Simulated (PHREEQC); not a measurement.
Dissolve 0.0068 mol/kgw HF, 0.038 mol/kgw NaF, 3.4e-07 mol/kgw H4SiO4 and 0.021 mol/kgw H3PO4 at 20 °C. Closed to the air; pH follows from the charge balance.

Model: ion-association model, phreeqc.dat, run in PHREEQC.

Problem. The ionic strength comes out as 0.0390 mol/kgw. What activity coefficients do H+, Na+, HPO4-2, HF2-, F- get?

Solution. H+ 0.86, Na+ 0.84, HPO4-2 0.50, HF2- 0.84, F- 0.83.

This is a speciation only: nothing precipitates in the calculation. Species that the database lacks are ignored. SiF6-2 is the database's only silicon fluoride.
